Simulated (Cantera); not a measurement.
Feed: 1 mol Si2H6, 0.23 mol O2, 68 mol N2, at 5.30e-5 bar.

Equilibrium computed with Cantera from the NASA thermochemical tables; the gas is ideal and each condensed phase is pure. Candidate condensed phases: H2O, Si, SiO2, Si2N2O, Si3N4; 35 gas species. The feed counts by its element totals alone. N2 is the only nitrogen source here; it is nearly inert below about 1500 K, so the nitride shown seldom forms there in practice. Mutual solubility and eutectic melting of coexisting phases are not modelled. Rates play no part.

### Question
What share of the Si ends up in condensed phases as a function of T (K), at 673, 773, 873, 973, 1073, 1173, 1273, 1373, 1473, 1573, 1673, 1773?

### Answer
```tsv
T (K)	Si condensed (%)	as
673	100.0	Si2N2O(s) + Si3N4(s)
773	100.0	Si2N2O(s) + Si3N4(s)
873	100.0	Si2N2O(s) + Si3N4(s)
973	100.0	Si2N2O(s) + Si3N4(s)
1073	100.0	Si2N2O(s) + Si3N4(s)
1173	100.0	Si2N2O(s) + Si3N4(s)
1273	100.0	Si2N2O(s) + Si3N4(s)
1373	99.2	Si2N2O(s) + Si3N4(s)
1473	76.7	Si3N4(s)
1573	73.1	Si(s)
1673	47.6	Si(s)
1773	0.0	-
```
